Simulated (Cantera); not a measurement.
# Thermodynamics of carbothermic reduction, feed SiO2 + C + H2

A closed system holds: 1 mol SiO2, 0.63 mol C, a varied amount of H2, at 1675 K and 1.33 mbar.

These are equilibrium values from Cantera (NASA tables, ideal gas, pure condensed phases), not measurements of a reactor. Candidate condensed phases: C, C6H6, C7H8, C8H18, H2O, Si, SiC, SiO2; 123 gas species. The tables hold silica as quartz up to 1696 K and as liquid above; real silica turns to tridymite and cristobalite and melts near 1996 K. Equilibrium is a limit: real reactors are often held back by kinetics, nucleation or transport.

| n(H2) (mol) | x H2 | x SiO | x CO | x H | x H2O | n SiO2(β-quartz) |
|---|---|---|---|---|---|---|
| 0.91 | 0.418 | 0.290 | 0.290 | 0.00206 | 0.000169 | 0.370 |
| 2.8 | 0.687 | 0.155 | 0.155 | 0.00263 | 0.000520 | 0.368 |
| 4.7 | 0.784 | 0.106 | 0.105 | 0.00282 | 0.000868 | 0.365 |
| 6.6 | 0.835 | 0.0812 | 0.0799 | 0.00291 | 0.00121 | 0.360 |
| 8.5 | 0.865 | 0.0659 | 0.0643 | 0.00296 | 0.00154 | 0.355 |
| 10 | 0.882 | 0.0576 | 0.0557 | 0.00299 | 0.00180 | 0.349 |
| 12 | 0.898 | 0.0495 | 0.0473 | 0.00301 | 0.00213 | 0.341 |
x: gas mole fraction; n: condensed amount in mol.

From 0.91 mol H2 to 12 mol H2 the condensed part is SiO2(β-quartz). The main Si-bearing gas is SiO throughout. The share of Si in condensed phases is highest at 0.91 mol H2 (37.0 %) and lowest at 12 mol H2 (34.1 %).
